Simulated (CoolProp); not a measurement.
The fluid at 293.15 K and 0.237 MPa flows at 9.7 m/s in a round tube of 100 mm bore and 0.25 µm roughness, fully developed (64/Re and Nu = 3.66 if laminar; Colebrook and Gnielinski if turbulent). The same conditions are run with several fluids, on thermodynamics alone (safety and materials aside).

Model: reference Helmholtz-energy equation of state of each fluid (n-octane: Beckmüller 2019; ethylbenzene: Zhou 2012; water: Wagner 2002; ethanol: Schroeder 2014; n-hexane: Thol 2019), in CoolProp.

```tsv
fluid	Reynolds number	Darcy friction factor	pressure drop (Pa/m)	heat-transfer coefficient (W/(m² K))	mass flow (kg/h)
n-octane	1250000	0.0113	3730	7950	193000
ethylbenzene	1300000	0.0112	4570	8040	238000
water	967000	0.0118	5530	25900	274000
ethanol	641000	0.0126	4690	___	217000
n-hexane	___	0.0104	3240	9280	___
```

Complete the blanks.


- ethanol, heat-transfer coefficient (W/(m² K)): 7450
- n-hexane, Reynolds number: 2040000
- n-hexane, mass flow (kg/h): 181000

Transport values come from each fluid's own correlations; those of ethylbenzene are estimates that may be off by 10 % or more.
